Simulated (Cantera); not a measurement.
# Adiabatic ignition

An adiabatic, constant-pressure homogeneous reactor starts with H2 : O2 : N2 = 1 : 0.357 : 1.34 (molar parts), at 1300 K and 100000 Pa.

Model: the H2/O2 subset of GRI-Mech 3.0, which has no nitrogen chemistry, integrated in Cantera.

| t (s) | T (K) | x H2 | x O2 | x O | x OH | x H2O2 | x HO2 |
|---|---|---|---|---|---|---|---|
| 4.00e-6 | 1300 | 0.371 | 0.132 | 2.20e-8 | 1.39e-8 | 8.34e-10 | 9.11e-8 |
| 1.02e-5 | 1300 | 0.371 | 0.132 | 6.86e-7 | 4.32e-7 | 9.79e-9 | 7.88e-7 |
| 2.60e-5 | 1367 | 0.314 | 0.109 | 0.00328 | 0.00238 | 1.16e-6 | 5.44e-5 |
| 6.63e-5 | 2346 | 0.117 | 0.00827 | 0.00988 | 0.0242 | 2.21e-7 | 3.55e-6 |
| 0.000169 | 2697 | 0.121 | 0.00379 | 0.00432 | 0.0212 | 1.64e-7 | 2.10e-6 |
| 0.000431 | 2802 | 0.121 | 0.00254 | 0.00284 | 0.0185 | 1.71e-7 | 1.74e-6 |
| 0.00110 | 2806 | 0.121 | 0.00250 | 0.00279 | 0.0184 | 1.71e-7 | 1.72e-6 |
| 0.00280 | 2806 | 0.121 | 0.00250 | 0.00279 | 0.0184 | 1.71e-7 | 1.72e-6 |
| 0.00714 | 2806 | 0.121 | 0.00250 | 0.00279 | 0.0184 | 1.71e-7 | 1.72e-6 |
| 0.0182 | 2806 | 0.121 | 0.00250 | 0.00279 | 0.0184 | 1.71e-7 | 1.72e-6 |
| 0.0464 | 2806 | 0.121 | 0.00250 | 0.00279 | 0.0184 | 1.71e-7 | 1.72e-6 |
| 0.118 | 2806 | 0.121 | 0.00250 | 0.00279 | 0.0184 | 1.71e-7 | 1.72e-6 |
| 0.302 | 2806 | 0.121 | 0.00250 | 0.00279 | 0.0184 | 1.71e-7 | 1.72e-6 |
| 0.769 | 2806 | 0.121 | 0.00250 | 0.00279 | 0.0184 | 1.71e-7 | 1.72e-6 |
| 1.96 | 2806 | 0.121 | 0.00250 | 0.00279 | 0.0184 | 1.71e-7 | 1.72e-6 |
| 5.00 | 2806 | 0.121 | 0.00250 | 0.00279 | 0.0184 | 1.71e-7 | 1.72e-6 |
x: mole fraction; the columns are a selection and need not sum to one.

```yaml
time_of_steepest_temperature_rise: 28.7 µs
temperature at 5.00 s: 2806 K
equilibrium_temperature: 2806 K
x(H2) at 5.00 s: 0.121 (gas-phase equilibrium 0.121)
x(O2) at 5.00 s: 0.00250 (gas-phase equilibrium 0.00250)
x(O) at 5.00 s: 0.00279 (gas-phase equilibrium 0.00279)
```
